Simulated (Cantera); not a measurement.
A perfectly stirred reactor is fed with CH₄ : CO₂ = 1 : 0.75 (molar parts), at 10.0 bar; it is held at 1975 K, and followed from long to short residence time.

Model: GRI-Mech 3.0 (53 species, 325 reactions), integrated in Cantera.

x: mole fraction; the columns are a selection and need not sum to one.

| τ (s) | x CH₄ | x CO₂ | x H₂O₂ | x CH₂ | x H₂ | x OH | x C₂H₄ |
|---|---|---|---|---|---|---|---|
| 9.7 | 0.0116 | 0.000132 | <1e-12 | 1.07e-7 | 0.523 | … | 0.00119 |
| 2.9 | 0.0119 | 0.000416 | <1e-12 | 1.10e-7 | 0.521 | … | 0.00122 |
| 0.89 | 0.0126 | 0.00123 | <1e-12 | 1.22e-7 | 0.516 | … | 0.00130 |
| 0.27 | 0.0146 | 0.00331 | <1e-12 | 1.54e-7 | 0.504 | … | 0.00149 |
| 0.082 | 0.0187 | 0.00772 | 1.21e-12 | 2.30e-7 | 0.480 | … | 0.00186 |
| 0.025 | 0.0263 | 0.0158 | 4.68e-12 | 3.92e-7 | 0.441 | … | 0.00238 |
| 0.0076 | 0.0392 | 0.0302 | 1.36e-11 | 6.98e-7 | 0.387 | … | 0.00298 |
| 0.0023 | 0.0618 | 0.0577 | 2.76e-11 | 1.17e-6 | 0.329 | 1.07e-5 | 0.00364 |
| 0.00070 | 0.104 | 0.115 | 3.25e-11 | 1.67e-6 | 0.288 | … | 0.00487 |

Problem. What belongs in the gaps?

Solution. 
- 9.7, x OH: 3.94e-8
- 2.9, x OH: 1.24e-7
- 0.89, x OH: 3.66e-7
- 0.27, x OH: 9.81e-7
- 0.082, x OH: 2.25e-6
- 0.025, x OH: 4.44e-6
- 0.0076, x OH: 7.55e-6
- 0.00070, x OH: 1.16e-5
